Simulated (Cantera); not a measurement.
## Transport properties of process gases

Gas mixture: N2 : O2 = 0.75 : 0.058 (molar parts), at 0.620 bar, frozen composition.

Cantera's kinetic-theory transport with the Lennard-Jones parameters of GRI-Mech 3.0, ideal gas; thermal conductivity in the mixture-averaged form.

| T (K) | ρ (kg/m³) | cp (J/kg/K) | μ (µPa s) | λ (mW/m/K) | Pr | D (cm²/s) H | D (cm²/s) C2H2 | D (cm²/s) NH3 |
|---|---|---|---|---|---|---|---|---|
| 400 | 0.528 | 1038 | 22.6 | 32.9 | 0.713 | 3.33 | 0.459 | 0.625 |
| 600 | 0.352 | 1068 | 29.9 | 45.4 | 0.704 | 6.71 | 0.932 | 1.31 |
| 800 | 0.264 | 1115 | 36.2 | 57.4 | 0.704 | 10.9 | 1.52 | 2.18 |
| 1000 | 0.211 | 1163 | 42.0 | 68.9 | 0.708 | 15.9 | 2.22 | 3.22 |
| 1200 | 0.176 | 1196 | 47.3 | 79.9 | 0.707 | 21.6 | 3.02 | 4.39 |
| 1400 | 0.151 | 1223 | 52.2 | 90.4 | 0.706 | 27.9 | 3.90 | 5.71 |
| 1600 | 0.132 | 1245 | 56.9 | 100 | 0.706 | 34.8 | 4.88 | 7.15 |
| 1800 | 0.117 | 1262 | 61.4 | 110 | 0.705 | 42.3 | 5.93 | 8.71 |
D: mixture-averaged diffusion coefficient of that species in the mixture.
